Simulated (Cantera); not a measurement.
**Adiabatic ignition**

An adiabatic, constant-volume homogeneous reactor starts with CH₄ : O₂ : N₂ = 1 : 2.06 : 7.75 (molar parts), equivalence ratio 0.97, at 1300 K and 0.640 bar.

Model: GRI-Mech 3.0 (53 species, 325 reactions), integrated in Cantera.

```csv
t (s),T (K),P (bar),x CH₄,x O₂,x O,x C₂H₂,x H₂O,x N₂O,x HCO
3.00e-6,1300,0.640,0.0925,0.191,4.87e-11,<1e-12,1.37e-10,<1e-12,<1e-12
1.06e-5,1300,0.640,0.0925,0.191,7.35e-11,<1e-12,1.18e-9,<1e-12,<1e-12
3.74e-5,1300,0.640,0.0925,0.191,1.17e-10,<1e-12,8.00e-9,<1e-12,<1e-12
0.000132,1300,0.640,0.0925,0.191,2.96e-10,<1e-12,8.39e-8,<1e-12,<1e-12
0.000466,1300,0.640,0.0925,0.191,1.37e-9,<1e-12,1.37e-6,6.37e-12,1.39e-12
0.00164,1300,0.640,0.0925,0.191,9.26e-9,1.52e-11,2.78e-5,4.62e-11,6.45e-11
0.00580,1303,0.641,0.0920,0.190,3.00e-8,5.49e-9,0.000389,3.07e-10,1.57e-9
0.0205,2802,1.44,<1e-12,0.0225,0.00688,<1e-12,0.144,7.03e-7,5.15e-8
0.0722,2802,1.44,<1e-12,0.0225,0.00688,<1e-12,0.144,7.03e-7,5.15e-8
0.255,2802,1.44,<1e-12,0.0225,0.00688,<1e-12,0.144,7.03e-7,5.15e-8
0.900,2802,1.44,<1e-12,0.0225,0.00688,<1e-12,0.144,7.03e-7,5.15e-8
```
x: mole fraction; the columns are a selection and need not sum to one.

The time of steepest temperature rise comes out as 15.6 ms, the temperature at 0.900 s comes out as 2802 K and the equilibrium temperature comes out as 2802 K. The x(CH₄) at 0.900 s is <1e-12 (gas-phase equilibrium <1e-12) and the x(O₂) at 0.900 s is 0.0225 (gas-phase equilibrium 0.0225). The x(O) at 0.900 s is 0.00688 (gas-phase equilibrium 0.00688).
